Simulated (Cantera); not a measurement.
Feed: 1 mol Mg(OH)₂, 0.055 mol H₂, 1.6 mol CO₂, equilibrated at 101000 Pa.

Equilibrium computed with Cantera from the NASA thermochemical tables; the gas is ideal and each condensed phase is pure. Candidate condensed phases: C, C₆H₆, C₇H₈, C₈H₁₈, H₂O, Mg, MgCO₃, MgO, Mg(OH)₂; 116 gas species. Kinetics and transport are ignored. All values below are at 700 K.

Base state: CO₂ 0.600, H₂O 0.380, H₂ 0.0172, CO 0.00289, CH₄ 0.000146 (mole fractions); condensed: MgO(s).

### Question
What changes in the equilibrium state with this change: H₂ from 0.055 to 0.4 mol?

### Answer
```csv
species,before,after
CO₂,0.600,0.526
H₂O,0.380,0.388
H₂,0.0172,0.0596
CH₄,0.000146,0.0175
CO,0.00289,0.00857
"MgO(s), mol",1.00,1.00
```
